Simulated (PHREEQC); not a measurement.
Solution (25 °C): 0.0039 mol/kgw Pb(NO3)2, 0.0015 mol/kgw KNO3 and 0.00036 mol/kgw Cu(NO3)2. Closed to the air; pH follows from the charge balance.

Equilibrium calculation in PHREEQC: ion-association model, wateq4f.dat.

Task: The ionic strength comes out as 0.0136 mol/kgw. What activity coefficients do PbNO3+, Pb+2, NO3-, H+, Cu+2 get?

Result: PbNO3+ 0.89, Pb+2 0.62, NO3- 0.89, H+ 0.90, Cu+2 0.64.

This is a speciation only: nothing precipitates in the calculation.
